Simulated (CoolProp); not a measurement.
Vapour-liquid equilibrium of toluene (1) + p-xylene (2) at 5.25 kPa; x and y are mole fractions of (1).

The numbers come from the multi-fluid Helmholtz-energy mixture model, Lemmon 2006 and Zhou 2012; pair parameters Bell 2016 in CoolProp.

```
x      bubble temperature (°C)  y at the bubble point  dew temperature at overall composition x (°C)  liquid density (mol/L)
-----  -----------------------  ---------------------  ---------------------------------------------  ----------------------
0.05                      52.2                  0.129                                           53.3                   7.901
0.125                     49.6                  0.290                                           52.2                   8.006
0.2                       47.2                  0.421                                           51.1                   8.112
0.275                     45.0                  0.527                                           49.8                   8.217
0.35                      43.1                  0.615                                           48.5                   8.324
0.425                     41.3                  0.688                                           47.1                   8.431
0.5                       39.7                  0.750                                           45.6                   8.538
0.575                     38.2                  0.802                                           44.0                   8.647
0.65                      36.8                  0.848                                           42.3                   8.757
0.725                     35.5                  0.888                                           40.3                   8.868
0.8                       34.3                  0.923                                           38.2                   8.981
0.875                     33.2                  0.954                                           35.9                   9.096
0.95                      32.1                  0.982                                           33.3                   9.213
```

No azeotrope shows between x = 0.05 and 0.95.

The pair parameters rest on a limited set of measurements; away from them the model extrapolates.
